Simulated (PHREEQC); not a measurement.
1 kg of water holding 120 mmol/kgw KCl, 13 mmol/kgw Na2CO3, 11 mmol/kgw NaHCO3 and 5.9 mmol/kgw Na2SO4 is evaporated at 25 °C; the solids stay in contact with the brine. The system is closed to CO2. Solids allowed: Arcanite, Burkeite, Glaserite, Halite, Kalicinite, Mirabilite, Misenite, Nahcolite, Natron, Sylvite, Thenardite, Trona. Others were left out.

Equilibrium calculation in PHREEQC: Pitzer model, pitzer.dat.

```
water left (kg)  ionic strength  water activity  Sylvite (mol)  Trona (mol)  Nahcolite (mol)  Arcanite (mol)  Glaserite (mol)
---------------  --------------  --------------  -------------  -----------  ---------------  --------------  ---------------
1                         0.188           0.995              0            0                0               0                0
0.8219                    0.228           0.994              0            0                0               0                0
0.5552                    0.338           0.991              0            0                0               0                0
0.4563                    0.411           0.989              0            0                0               0                0
0.375                     0.500           0.987              0            0                0               0                0
0.3082                      [?]           0.984              0            0                0               0                0
0.2082                    0.901           0.976              0            0                0               0                0
0.1711                      [?]           0.971              0            0                0               0                0
0.1407                     1.33           0.965              0            0                0               0                0
0.09502                    1.98           0.948              0            0                0               0                0
0.07809                    2.40           0.937              0            0                0               0                0
0.06418                    2.92           0.923              0            0                0               0                0
0.05276                    3.56           0.906              0            0                0               0                0
0.03564                    5.27           0.857              0            0                0               0                0
0.0293                     6.25           0.824              0            0                0         0.00154                0
0.02408                    7.03           0.799         0.0101            0                0         0.00274                0
0.01627                    7.88           0.783         0.0475            0          0.00190         0.00337                0
0.01337                    8.28           0.777         0.0616            0              [?]               0          0.00190
0.011                      8.78           0.768            [?]            0          0.00573               0          0.00210
0.008928                   8.71           0.767         0.0808      0.00290          0.00400               0          0.00225
0.005834                   8.54           0.763         0.0928      0.00725          0.00138               0              [?]
0.004697                   8.45           0.760         0.0972      0.00881         0.000438               0          0.00253
```

**Question.** Complete the blanks.

**Answer.** 
- 0.3082, ionic strength: 0.609
- 0.1711, ionic strength: 1.10
- 0.01337, Nahcolite (mol): 0.00394
- 0.011, Sylvite (mol): 0.0728
- 0.005834, Glaserite (mol): 0.00246
